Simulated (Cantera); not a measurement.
Charge: 1 mol TiO2, 4 mol CH4, 5.1 mol H2, held at 57.0 mbar.

Equilibrium computed with Cantera from the NASA thermochemical tables; the gas is ideal and each condensed phase is pure. Candidate condensed phases: C, C6H6, C7H8, C8H18, H2O, Ti, TiC, TiO, TiO2, Ti2O3, Ti3O5, Ti4O7; 113 gas species. TiC: taken at fixed stoichiometry. Rates play no part. All values below are at 1500 K.

Base state: H2 0.867, CO 0.132, CH4 0.000110, H 6.87e-5, H2O 1.12e-5 (mole fractions); condensed: C(graphite) + TiC(s).

### Question
What changes in the equilibrium state with this change: TiO2 replaced by MgO?

### Answer
| species | before | after |
|---|---|---|
| H2 | 0.867 | 0.973 |
| CO | 0.132 | 0.0134 |
| Mg | 0 | 0.0134 |
| MgH | 0 | 3.26e-5 |
| H2O | 1.12e-5 | 1.28e-6 |
| C(graphite), mol | 0.998 | 3.82 |
| TiC(s), mol | 1.00 | 0 |
| MgO(s), mol | 0 | 0.819 |
The tables' values for MgH are old estimates; treat these amounts as uncertain. Further candidate phases: Mg, MgCO3, MgO, Mg(OH)2.
